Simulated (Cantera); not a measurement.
# Adiabatic ignition

An adiabatic, constant-pressure homogeneous reactor starts with 8.60 % CO, 1.63 % H₂, 2.67 % CH₄, 17.4 % O₂, 65.4 % N₂, 4.30 % H₂O, equivalence ratio 0.60, at 1550 K and 26000 Pa.

Computed with Cantera and GRI-Mech 3.0 (53 species, 325 reactions).

```csv
t (s),T (K),x CO,x H₂,x CH₄,x C₂H₆,x C₂H₂
1.00e-6,1550,0.0860,0.0163,0.0267,<1e-12,<1e-12
3.03e-6,1550,0.0860,0.0163,0.0267,<1e-12,<1e-12
9.20e-6,1550,0.0860,0.0163,0.0267,<1e-12,<1e-12
2.79e-5,1550,0.0860,0.0163,0.0267,8.29e-11,<1e-12
8.47e-5,1550,0.0860,0.0163,0.0266,1.44e-8,1.25e-12
0.000257,1553,0.0859,0.0161,0.0255,2.91e-5,4.50e-8
0.000779,2090,0.0412,0.00990,<1e-12,<1e-12,<1e-12
0.00236,2357,0.0317,0.00631,<1e-12,<1e-12,<1e-12
0.00717,2490,0.0239,0.00431,<1e-12,<1e-12,<1e-12
0.0217,2491,0.0234,0.00421,<1e-12,<1e-12,<1e-12
0.0659,2486,0.0232,0.00417,<1e-12,<1e-12,<1e-12
0.200,2485,0.0231,0.00417,<1e-12,<1e-12,<1e-12
```
x: mole fraction; the columns are a selection and need not sum to one.

The time of steepest temperature rise comes out as 0.372 ms and the temperature at 0.200 s is 2485 K. The equilibrium temperature is 2485 K and the x(CO) at 0.200 s comes out as 0.0231 (gas-phase equilibrium 0.0231). The x(H₂) at 0.200 s comes out as 0.00417 (gas-phase equilibrium 0.00417) and the x(CH₄) at 0.200 s is <1e-12 (gas-phase equilibrium <1e-12).
